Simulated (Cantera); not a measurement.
Source: NASA polynomial tables (part measured, part estimated), evaluated in Cantera. Values are per mole of reaction as written; species without (g) are pure solids or liquids, kept so even where they would boil at 1 bar.

V + O2(g) = VO2(g)

```json
[
 {"T (K)": "300", "ΔH° (kJ)": "?", "ΔS° (J/K)": "?", "ΔG° (kJ)": "?", "log10 K": "?", "condensed phases": "V(s)"},
 {"T (K)": "1598", "ΔH° (kJ)": "-245.7", "ΔS° (J/K)": "15.5", "ΔG° (kJ)": "-270.5", "log10 K": "8.84", "condensed phases": "V(s)"},
 {"T (K)": "1698", "ΔH° (kJ)": "-247.3", "ΔS° (J/K)": "14.5", "ΔG° (kJ)": "-272.0", "log10 K": "8.37", "condensed phases": "V(s)"},
 {"T (K)": "1798", "ΔH° (kJ)": "-249.0", "ΔS° (J/K)": "13.5", "ΔG° (kJ)": "-273.4", "log10 K": "7.94", "condensed phases": "V(s)"},
 {"T (K)": "1898", "ΔH° (kJ)": "?", "ΔS° (J/K)": "?", "ΔG° (kJ)": "?", "log10 K": "?", "condensed phases": "V(s)"},
 {"T (K)": "1998", "ΔH° (kJ)": "-252.9", "ΔS° (J/K)": "11.5", "ΔG° (kJ)": "-275.9", "log10 K": "7.21", "condensed phases": "V(s)"},
 {"T (K)": "2098", "ΔH° (kJ)": "?", "ΔS° (J/K)": "?", "ΔG° (kJ)": "?", "log10 K": "?", "condensed phases": "V(s)"},
 {"T (K)": "2198", "ΔH° (kJ)": "?", "ΔS° (J/K)": "?", "ΔG° (kJ)": "?", "log10 K": "?", "condensed phases": "V(l)"}
]
```

### Question
Fill in the missing entries.

### Answer

- 300, ΔH° (kJ): -232.7
- 300, ΔS° (J/K): 31.1
- 300, ΔG° (kJ): -242.0
- 300, log10 K: 42.13
- 1898, ΔH° (kJ): -250.9
- 1898, ΔS° (J/K): 12.5
- 1898, ΔG° (kJ): -274.7
- 1898, log10 K: 7.56
- 2098, ΔH° (kJ): -255.1
- 2098, ΔS° (J/K): 10.4
- 2098, ΔG° (kJ): -277.0
- 2098, log10 K: 6.90
- 2198, ΔH° (kJ): -280.4
- 2198, ΔS° (J/K): -1.1
- 2198, ΔG° (kJ): -277.9
- 2198, log10 K: 6.60
